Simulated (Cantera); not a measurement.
Input: 1 mol TiCl₄, 0.19 mol H₂O, at 1923.15 K and 1.00 bar.

Cantera equilibrium calculation (NASA polynomials, part measured and part estimated; ideal gas, pure solids and liquids). Candidate condensed phases: H₂O, Ti, TiCl₂, TiCl₃, TiCl₄, TiO, TiO₂, Ti₂O₃, Ti₃O₅, Ti₄O₇; 23 gas species. The tables' values for TiCl₂ are old estimates; treat these amounts as uncertain. Kinetics and transport are ignored.

Base state: TiCl₄ 0.637, HCl 0.284, TiCl₃ 0.0398, Cl 0.0327, Cl₂ 0.00361, TiOCl₂ 0.00209, H₂O 0.000124, H₂ 3.82e-5 (mole fractions); condensed: TiO₂(rutile).

Problem. What changes in the equilibrium state with this change: pressure from 1.00 bar to 0.100 bar?

Solution. 
```csv
species,before,after
TiCl₄,0.637,0.520
HCl,0.284,0.264
TiCl₃,0.0398,0.106
Cl,0.0327,0.0998
TiCl₂,1.89e-5,0.000165
H₂O,0.000124,3.75e-5
"TiO₂(rutile), mol",0.0935,0.0907
```

Problem. What changes in the equilibrium state with this change: pressure from 1.00 bar to 2.30 mbar?

Solution. 
| species | before | after |
|---|---|---|
| Cl | 0.0327 | 0.352 |
| TiCl₃ | 0.0398 | 0.310 |
| HCl | 0.284 | 0.191 |
| TiCl₄ | 0.637 | 0.123 |
| TiOCl₂ | 0.00209 | 0.0173 |
| TiO₂ | 5.01e-8 | 1.78e-5 |
| TiOCl | 1.12e-7 | 3.76e-5 |
| TiO₂(rutile), mol | 0.0935 | 0 |
| Ti₃O₅(s), mol | 0 | 0.0311 |
The tables' values for TiCl₂, TiOCl are old estimates; treat these amounts as uncertain.

Problem. What changes in the equilibrium state with this change: H₂O from 0.19 to 0.79 mol?

Solution. 
```tsv
species	before	after
HCl	0.284	0.703
TiCl₄	0.637	0.247
TiCl₃	0.0398	0.0235
Cl	0.0327	0.0215
H₂	3.82e-5	0.000540
H₂O	0.000124	0.00122
H	5.83e-6	2.19e-5
TiO₂(rutile), mol	0.0935	0.392
```
